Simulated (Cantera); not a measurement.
Cantera run:

```python
import numpy as np
import cantera as ct

gas_names = """
    CL CLO CL2 H HCL HOCL HO2 H2 H2O H2O2 O OH O2 O3 Si SiCL SiCL2 SiCL3 SiCL4 SiH SiHCL3 SiH2 SiH2CL2
    SiH3 SiH3CL SiH4 SiO SiO2 Si2 Si3
""".split()
cond_names = """
    H2O(s) H2O(L) Si(cr) Si(L) SiO2(Lqz) SiO2(hqz) SiO2(L)
""".split()


# ... load() reads the species with a 1 bar reference pressure and builds the phases ...
atoms = {
    'SiH2Cl2': {'Si': 1, 'H': 2, 'CL': 2},
    'O3': {'O': 3},
    'H2O': {'H': 2, 'O': 1},
}
top_T = {}  # K; cautious upper limits of use, not melting points


# ... equilibrate(T, P, feed) seeds the gas with the atoms and calls Mixture.equilibrate('TP', solver="vcs", rtol=1e-11, max_steps=5000) ...
results = []
T = 1025  # K
P = 133.322  # Pa
for m in [0.11, 0.15, 0.21, 0.29, 0.41, 0.57, 0.8, 1.1, 1.6, 2.2, 3, 4.2, 5.9]:
    feed = {'SiH2Cl2': 1, 'O3': m, 'H2O': 0.15}  # mol
    mix = equilibrate(T, P, feed)
    results.append((T, P, feed, dict(zip(mix.species_names, mix.species_moles))))
    x = sorted(zip(gas.X, gas.species_names), reverse=True)
    print(f"T = {T:g} K  P = {P:g} Pa  n(O3) = {m:g} mol  gas = {mix.phase_moles(0):.4g} mol")
    print("   x: " + "  ".join(f"{s} {v:.3e}" for v, s in x if v > 1e-06))
    print("   condensed (mol): " + ("  ".join(f"{mix.phase(i).name} {mix.phase_moles(i):.4g}"
          for i in range(1, mix.n_phases) if mix.phase_moles(i) > 1e-12) or "none"))
```

Result:

```
T = 1025 K  P = 133.322 Pa  n(O3) = 0.11 mol  gas = 1.696 mol
   x: H2 6.309e-01  SiCL4 2.437e-01  HCL 7.725e-02  SiHCL3 1.710e-02  SiCL2 1.688e-02  SiCL3 1.404e-02  SiH2CL2 1.332e-04  SiO 1.081e-06
   condensed (mol): Si(cr) 0.2651  SiO2(hqz) 0.24
T = 1025 K  P = 133.322 Pa  n(O3) = 0.15 mol  gas = 1.696 mol
   x: H2 6.309e-01  SiCL4 2.437e-01  HCL 7.725e-02  SiHCL3 1.710e-02  SiCL2 1.688e-02  SiCL3 1.404e-02  SiH2CL2 1.332e-04  SiO 1.081e-06
   condensed (mol): Si(cr) 0.2051  SiO2(hqz) 0.3
T = 1025 K  P = 133.322 Pa  n(O3) = 0.21 mol  gas = 1.696 mol
   x: H2 6.309e-01  SiCL4 2.437e-01  HCL 7.725e-02  SiHCL3 1.710e-02  SiCL2 1.688e-02  SiCL3 1.404e-02  SiH2CL2 1.332e-04  SiO 1.081e-06
   condensed (mol): Si(cr) 0.1151  SiO2(hqz) 0.39
T = 1025 K  P = 133.322 Pa  n(O3) = 0.29 mol  gas = 1.696 mol
   x: H2 6.286e-01  SiCL4 2.448e-01  HCL 8.257e-02  SiHCL3 1.601e-02  SiCL2 1.479e-02  SiCL3 1.317e-02  SiH2CL2 1.163e-04
   condensed (mol): SiO2(hqz) 0.51
T = 1025 K  P = 133.322 Pa  n(O3) = 0.41 mol  gas = 1.842 mol
   x: HCL 4.160e-01  H2 4.157e-01  SiCL4 1.652e-01  SiCL3 1.434e-03  SiHCL3 1.419e-03  SiCL2 2.600e-04  SiH2CL2 1.352e-06
   condensed (mol): SiO2(hqz) 0.69
T = 1025 K  P = 133.322 Pa  n(O3) = 0.57 mol  gas = 2.08 mol
   x: HCL 8.270e-01  H2 1.393e-01  SiCL4 3.351e-02  SiCL3 8.475e-05  SiHCL3 4.853e-05  SiCL2 4.474e-06
   condensed (mol): SiO2(hqz) 0.93
T = 1025 K  P = 133.322 Pa  n(O3) = 0.8 mol  gas = 2.326 mol
   x: HCL 8.143e-01  H2O 8.720e-02  O2 7.462e-02  CL2 2.159e-02  CL 2.251e-03  HOCL 1.401e-06  CLO 1.307e-06
   condensed (mol): SiO2(hqz) 1
T = 1025 K  P = 133.322 Pa  n(O3) = 1.1 mol  gas = 2.765 mol
   x: HCL 6.677e-01  O2 2.212e-01  H2O 8.205e-02  CL2 2.656e-02  CL 2.497e-03  CLO 2.496e-06  HOCL 1.978e-06
   condensed (mol): SiO2(hqz) 1
T = 1025 K  P = 133.322 Pa  n(O3) = 1.6 mol  gas = 3.508 mol
   x: HCL 5.176e-01  O2 3.859e-01  H2O 6.903e-02  CL2 2.505e-02  CL 2.425e-03  CLO 3.202e-06  HOCL 2.026e-06
   condensed (mol): SiO2(hqz) 1
T = 1025 K  P = 133.322 Pa  n(O3) = 2.2 mol  gas = 4.405 mol
   x: O2 5.107e-01  HCL 4.083e-01  H2O 5.693e-02  CL2 2.175e-02  CL 2.260e-03  CLO 3.432e-06  HOCL 1.838e-06
   condensed (mol): SiO2(hqz) 1
T = 1025 K  P = 133.322 Pa  n(O3) = 3 mol  gas = 5.602 mol
   x: O2 6.152e-01  HCL 3.188e-01  H2O 4.587e-02  CL2 1.806e-02  CL 2.059e-03  CLO 3.433e-06  HOCL 1.575e-06
   condensed (mol): SiO2(hqz) 1
T = 1025 K  P = 133.322 Pa  n(O3) = 4.2 mol  gas = 7.401 mol
   x: O2 7.086e-01  HCL 2.400e-01  H2O 3.541e-02  CL2 1.423e-02  CL 1.828e-03  CLO 3.269e-06  HOCL 1.273e-06
   condensed (mol): SiO2(hqz) 1
T = 1025 K  P = 133.322 Pa  n(O3) = 5.9 mol  gas = 9.95 mol
   x: O2 7.831e-01  HCL 1.777e-01  H2O 2.674e-02  CL2 1.086e-02  CL 1.597e-03  CLO 3.003e-06
   condensed (mol): SiO2(hqz) 1
```

Method: chemical equilibrium by Gibbs-energy minimisation in Cantera with the NASA 1993 tables (ideal gas, pure condensed phases). Mutual solubility and eutectic melting of coexisting phases are not modelled. The tables' values for SiCl3 are old estimates; treat these amounts as uncertain.
